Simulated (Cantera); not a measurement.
**Thermodynamics of calcination and drying, feed MgSO4 + H2O**

Charge: 1 mol MgSO4, 6.2 mol H2O, equilibrated at 1700 °C and 75.0 Torr.

These are equilibrium values from Cantera (NASA tables, ideal gas, pure condensed phases), not measurements of a reactor. Candidate condensed phases: H2O, H2SO4, Mg, MgO, Mg(OH)2, MgS, MgSO4, S; 26 gas species. Equilibrium is a limit: real reactors are often held back by kinetics, nucleation or transport.

```yaml
x(H2O): 0.797
x(SO2): 0.129
x(O2): 0.0641
x(OH): 0.00668
x(H2): 0.00234
x(O): 0.000435
x(H): 0.000206
x(SO): 0.000187
x(SO3): 6.27e-5
n(MgO(s)): 1.000 mol
gas_amount: 7.725 mol
log10 activity of S(l) (absent): -7.02
log10 activity of Mg(l) (absent): -8.99
```
